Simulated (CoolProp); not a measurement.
Vapour-liquid equilibrium of acetone (1) + water (2) at 464.2 K; x and y are mole fractions of (1).

Computed with CoolProp (multi-fluid Helmholtz-energy mixture model, Lemmon 2006 and Wagner 2002; pair parameters Bell 2016).

| x | bubble pressure, mixture model (MPa) | bubble pressure, Raoult's law (MPa) | y, mixture model | y, Raoult's law |
|---|---|---|---|---|
| 0.05 | 1.489 | 1.339 | 0.166 | 0.089 |
| 0.125 | 1.730 | 1.422 | 0.316 | 0.210 |
| 0.2 | 1.902 | 1.505 | 0.408 | 0.317 |
| 0.275 | 2.026 | 1.587 | 0.471 | 0.413 |
| 0.35 | 2.118 | 1.670 | 0.520 | 0.500 |
| 0.425 | 2.190 | 1.752 | 0.563 | 0.579 |
| 0.5 | 2.250 | 1.835 | 0.604 | 0.650 |
| 0.575 | 2.301 | 1.918 | 0.648 | 0.715 |
| 0.65 | 2.342 | 2.000 | 0.696 | 0.775 |
| 0.725 | 2.373 | 2.083 | 0.749 | 0.830 |
| 0.8 | 2.393 | 2.165 | 0.809 | 0.881 |
| 0.875 | 2.400 | 2.248 | 0.875 | 0.929 |
| 0.95 | 2.395 | 2.331 | 0.948 | 0.972 |

The largest gap from Raoult's law is +27.7 % in bubble pressure, at x = 0.275. y crosses x between x = 0.875 and 0.95: the model has an azeotrope there.

The pair parameters rest on a limited set of measurements; away from them the model extrapolates.
